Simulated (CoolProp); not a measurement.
Saturation properties of sulfur dioxide (Tc = 430.6 K, pc = 7.887 MPa, ω = 0.256).

Computed with CoolProp (reference Helmholtz-energy equation of state, Gao 2016).

```csv
T (K),p (MPa),liquid density (kg/m³),vapour density (kg/m³),enthalpy of vaporisation (kJ/kg),liquid cp (kJ/(kg K))
293.4,0.3336,1380,9.339,361.2,1.386
299.8,0.4143,1362,11.47,354.7,1.395
306.2,0.5092,1344,13.96,348.0,1.406
312.7,0.6218,1325,16.91,340.9,1.418
319.1,0.7503,1306,20.27,333.7,1.432
325.5,0.8980,1286,24.15,326.1,1.448
331.9,1.067,1265,28.60,318.3,1.467
338.4,1.261,1244,33.78,310.0,1.490
344.8,1.477,1222,39.62,301.4,1.515
351.2,1.720,1200,46.29,292.3,1.545
357.6,1.991,1176,53.91,282.7,1.581
364.1,2.297,1151,62.77,272.4,1.624
370.5,2.632,1125,72.77,261.6,1.676
376.9,3.001,1097,84.28,250.0,1.740
```

It boils at 263.1 K under 1 atm.
